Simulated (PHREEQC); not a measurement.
Make-up at 25 °C: 0.0074 mol/kgw Ag2SO4 and 0.75 mol/kgw NaCl. Closed to the air; pH follows from the charge balance.

Equilibrium calculation in PHREEQC: ion-association model, wateq4f.dat.

| quantity | before | after |
|---|---|---|
| pH | 6.97 | 7.29 |
| ionic strength (mol/kgw) | 0.781 | 0.764 |

### Question
What was changed between the two runs?
(A) Ag2SO4 left out
(B) NaCl left out
(C) NaCl replaced by ZnCl2 at the same molality
(D) NaCl from 0.75 to 0.15 mol/kgw
(E) Ag2SO4 replaced by AgF at the same molality

### Answer
E, Ag2SO4 replaced by AgF at the same molality

No solid was allowed to form. The ionic strength passes 0.7 mol/kgw, the rough limit of the ion-association models, in every such run. Some of these states are supersaturated (in Cerargyrite, for instance).
